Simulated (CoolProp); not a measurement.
Saturation properties of R113.

Computed with CoolProp (reference Helmholtz-energy equation of state, Marx 1992).

```tsv
T (°C)	p (kPa)	enthalpy of vaporisation (kJ/kg)	liquid cp (kJ/(kg K))	vapour Z	surface tension (mN/m)
110.95	560.3	120.7	…	0.8605	…
113.55	593.1	119.6	1.028	0.8547	7.85
116.05	626.0	118.4	1.032	0.8490	7.61
118.65	661.6	117.2	1.037	0.8429	7.36
121.15	697.3	116.1	1.042	0.8369	7.12
123.65	734.4	114.9	…	0.8307	6.89
126.25	774.5	113.6	1.053	0.8242	6.64
128.75	814.6	112.3	1.058	0.8177	…
131.35	857.8	111.0	1.064	0.8108	6.17
133.85	901.0	109.7	1.070	0.8039	5.94
136.45	947.7	108.3	1.077	0.7966	5.70
138.95	994.1	107.0	1.083	…	5.47
141.45	1042	105.6	1.090	0.7821	5.25
```

Problem. Some entries are withheld; supply them.

Solution. 
- 110.95, liquid cp (kJ/(kg K)): 1.023
- 110.95, surface tension (mN/m): 8.11
- 123.65, liquid cp (kJ/(kg K)): 1.047
- 128.75, surface tension (mN/m): 6.41
- 138.95, vapour Z: 0.7894

It boils at 47.6 °C under 1 atm.

Surface tension comes from a separate correlation (Mulero 2012).
